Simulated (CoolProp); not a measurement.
Vapour-liquid equilibrium of nitrogen (1) + carbon monoxide (2) at -162.85 °C; x and y are mole fractions of (1).

Model: multi-fluid Helmholtz-energy mixture model, Span 2000 and Lemmon 2006; pair parameters Gernert 2013, in CoolProp.

Question: Give the bubble pressure and the first vapour's composition at x = 0.05, 0.35, 0.725. Is there an azeotrope?

Answer: x = 0.05: 1.109 MPa, y = 0.064; x = 0.35: 1.243 MPa, y = 0.407; x = 0.725: 1.397 MPa, y = 0.762. No azeotrope shows between x = 0.05 and 0.95.

Pair parameters are fitted to limited data, so mixtures are less certain than the pure fluids.
